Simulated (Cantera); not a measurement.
Transport properties of process gases

Gas mixture: 39.1 % C3H8, 50.8 % H2, 10.2 % CH4, at 35.3 Torr, frozen composition.

Cantera's kinetic-theory transport with the Lennard-Jones parameters of GRI-Mech 3.0, ideal gas; thermal conductivity in the mixture-averaged form. The composition is frozen, though it would react at the higher temperatures.

| T (K) | ρ (kg/m³) | cp (J/kg/K) | μ (µPa s) | λ (mW/m/K) | Pr | D (cm²/s) CH4 | D (cm²/s) H2O | D (cm²/s) CH3 |
|---|---|---|---|---|---|---|---|---|
| 400 | 0.0281 | 2804 | 12.3 | 96.2 | 0.357 | 8.62 | 8.53 | 8.63 |
| 600 | 0.0187 | 3545 | 17.1 | 145 | 0.418 | 17.7 | 18.6 | 17.7 |
| 800 | 0.0140 | 4127 | 21.3 | 193 | 0.455 | 29.1 | 31.6 | 29.1 |
| 1000 | 0.0112 | 4578 | 25.1 | 240 | 0.477 | 42.6 | 47.1 | 42.6 |
| 1200 | 0.00936 | 4905 | 28.5 | 286 | 0.488 | 58.0 | 65.0 | 58.0 |
| 1400 | 0.00803 | 5181 | 31.6 | 331 | 0.495 | 75.2 | 85.0 | 75.1 |
| 1600 | 0.00702 | 5412 | 34.6 | 375 | 0.500 | 94.0 | 107 | 93.9 |
D: mixture-averaged diffusion coefficient of that species in the mixture.
